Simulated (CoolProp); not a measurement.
Properties of nitrogen along the isobar 5.43 bar (Tc = 126.2 K, pc = 33.96 bar, ω = 0.037).

Computed with CoolProp (reference Helmholtz-energy equation of state, Span 2000).

| T (K) | phase | speed of sound (m/s) | Joule-Thomson coefficient (K/MPa) | isothermal compressibility (1/MPa) | expansivity (1/kK) | conductivity (mW/(m K)) | Prandtl number |
|---|---|---|---|---|---|---|---|
| 108.8 | gas | 202.5 | 14.17 | 2.036 | 12.09 | 10.8 | 0.869 |
| 155.1 | gas | 250.8 | 7.288 | 1.896 | 7.068 | 14.8 | 0.775 |
| 201.5 | gas | 288.6 | 4.562 | 1.862 | 5.184 | 18.6 | 0.747 |
| 247.8 | gas | 321.1 | 3.097 | 1.850 | 4.133 | 22.3 | 0.731 |
| 294.1 | gas | 350.3 | 2.180 | 1.844 | 3.449 | 25.7 | 0.722 |
| 340.4 | gas | 377.0 | 1.553 | 1.841 | 2.963 | 28.9 | 0.715 |
| 386.7 | gas | 401.8 | 1.098 | 1.839 | 2.600 | 32.1 | 0.710 |
| 433.1 | gas | 424.9 | 0.7538 | 1.838 | 2.317 | 35.0 | 0.707 |

Viscosity comes from a separate model (Lemmon 2004). Thermal conductivity comes from a separate model (Lemmon 2004).
